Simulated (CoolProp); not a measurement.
Neopentane along the isotherm 223.95 °C: Z from the reference equation and from simpler models built on Tc = 160.6 °C, pc = 3196 kPa, ω = 0.196; each cubic takes its own stable root.

The numbers come from the reference Helmholtz-energy equation of state, Lemmon 2006 in CoolProp. It is a short technical equation, of lower accuracy than the large ones.

```json
[
 {"p (kPa)": "107", "phase": "gas", "reference": "0.9927"},
 {"p (kPa)": "213", "phase": "gas", "reference": "0.9855"},
 {"p (kPa)": "320", "phase": "gas", "reference": "0.9781"},
 {"p (kPa)": "426", "phase": "gas", "reference": "0.9708"},
 {"p (kPa)": "533", "phase": "gas", "reference": "0.9633"},
 {"p (kPa)": "639", "phase": "gas", "reference": "0.9558"},
 {"p (kPa)": "746", "phase": "gas", "reference": "0.9481"},
 {"p (kPa)": "852", "phase": "gas", "reference": "0.9405"},
 {"p (kPa)": "959", "phase": "gas", "reference": "0.9327"},
 {"p (kPa)": "1070", "phase": "gas", "reference": "0.9246"},
 {"p (kPa)": "1170", "phase": "gas", "reference": "0.9172"},
 {"p (kPa)": "1280", "phase": "gas", "reference": "0.9090"},
 {"p (kPa)": "1390", "phase": "gas", "reference": "0.9008"},
 {"p (kPa)": "1490", "phase": "gas", "reference": "0.8932"},
 {"p (kPa)": "1600", "phase": "gas", "reference": "0.8847"}
]
```

How far does each simpler model (van der Waals, Soave-Redlich-Kwong) lie from the reference over these 15 states: mean and median of the absolute difference, and the worst?


- van der Waals: mean 0.0 %, median 0.0 %, worst -0.1 % at 223.95 °C and 1600 kPa
- Soave-Redlich-Kwong: mean 0.1 %, median 0.1 %, worst +0.3 % at 223.95 °C and 1600 kPa
